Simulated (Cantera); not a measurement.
An adiabatic, constant-pressure homogeneous reactor starts with 20.1 % CH₄, 16.8 % O₂, 63.1 % N₂, at 1648 K and 1000000 Pa.

Cantera simulation using GRI-Mech 3.0 (53 species, 325 reactions); the numbers are that mechanism's predictions, not measurements.

Problem. Predict: time of steepest temperature rise; temperature at 0.300 s; equilibrium temperature; x(CH₄) at 0.300 s; x(O₂) at 0.300 s; x(NO) at 0.300 s; x(N₂O) at 0.300 s; x(H₂O) at 0.300 s.

Solution. 
```json
{
 "time_of_steepest_temperature_rise": "73.2 µs",
 "temperature at 0.300 s": "2473 K",
 "equilibrium_temperature": "2473 K",
 "x(CH₄) at 0.300 s": "6.46e-9 (gas-phase equilibrium 7.28e-9)",
 "x(O₂) at 0.300 s": "5.09e-7 (gas-phase equilibrium 5.09e-7)",
 "x(NO) at 0.300 s": "2.75e-5 (gas-phase equilibrium 2.75e-5)",
 "x(N₂O) at 0.300 s": "3.89e-9 (gas-phase equilibrium 3.89e-9)",
 "x(H₂O) at 0.300 s": "0.0974 (gas-phase equilibrium 0.0974)"
}
```
